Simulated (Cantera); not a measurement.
## Pb + CO + N₂ (iron carbonyl, mercury and lead vapours)

A closed system holds: 1 mol Pb, 0.23 mol CO, 15 mol N₂, at 0.150 bar.

These are equilibrium values from Cantera (NASA tables, ideal gas, pure condensed phases), not measurements of a reactor. Candidate condensed phases: C, Pb, PbO, PbO₂, Pb₃O₄; 27 gas species. The numbers say what is thermodynamically allowed, not how fast it happens.

| T (K) | log p N₂ | log p Pb | log p CO | log p CO₂ | n C(graphite) | n Pb(l) |
|---|---|---|---|---|---|---|
| 823 | -0.83 | -6.87 | -2.72 | -3.75 | 0.0178 | 1.000 |
| 923 | -0.83 | -5.60 | -2.65 | -4.80 | 0.00160 | 1.000 |
| 1023 | -0.83 | -4.57 | -2.65 | -5.74 | 0.000186 | 0.997 |
| 1123 | -0.83 | -3.74 | -2.65 | -6.51 | 3.14e-5 | 0.981 |
| 1223 | -0.83 | -3.04 | -2.65 | -7.16 | 0 | 0.907 |
| 1323 | -0.84 | -2.45 | -2.66 | -7.71 | 0 | 0.634 |
| 1423 | -0.86 | -2.03 | -2.67 | -8.21 | 0 | 0 |
| 1523 | -0.86 | -2.03 | -2.67 | -8.61 | 0 | 0 |
log p: log10 of the partial pressure in bar; n: condensed amount in mol.

From 823 K to 1123 K the condensed part is C(graphite) + Pb(l). From 1223 K to 1323 K the condensed part is Pb(l). From 1423 K to 1523 K nothing is condensed. The main Pb-bearing gas is Pb throughout.
